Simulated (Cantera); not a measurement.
A closed system holds: 1 mol LiOH, 15 mol O2, held at 31000 Pa.

Method: chemical equilibrium by Gibbs-energy minimisation in Cantera with the NASA 1993 tables (ideal gas, pure condensed phases). Candidate condensed phases: H2O, Li, LiH, LiOH, Li2O; 17 gas species. Kinetics and transport are ignored.

Q: What share of the Li ends up in condensed phases as a function of T (°C), at 1002, 1052, 1102, 1152, 1202, 1252, 1302, 1352, 1402, 1452, 1502, 1552?

A: 
```csv
T (°C),Li condensed (%),as
1002,98.8,Li2O(s)
1052,97.7,Li2O(s)
1102,95.8,Li2O(s)
1152,92.9,Li2O(s)
1202,88.5,Li2O(s)
1252,82.2,Li2O(s)
1302,73.8,Li2O(s)
1352,63.2,Li2O(s)
1402,50.9,Li2O(s)
1452,37.7,Li2O(s)
1502,24.4,Li2O(s)
1552,11.4,Li2O(s)
```
